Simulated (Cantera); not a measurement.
A closed system holds: 1 mol Cu, 1.6 mol H₂O, a varied amount of N₂, held at 51.0 mbar.

Equilibrium computed with Cantera from the NASA thermochemical tables; the gas is ideal and each condensed phase is pure. Candidate condensed phases: Cu, CuO, Cu(OH)₂, Cu₂O, H₂O; 27 gas species. Kinetics and transport are ignored.

Q: What condenses at these points (T in K, n(N₂) in mol): (1873, 44); (1623, 20); (1573, 8.8); (1823, 14); (1973, 27)?

A: 
```tsv
T (K)	n(N₂) in mol	condensed phases	Cu condensed (%)
1873	44	gas only	0.0
1623	20	Cu	97.6
1573	8.8	Cu	99.5
1823	14	Cu	78.0
1973	27	gas only	0.0
```
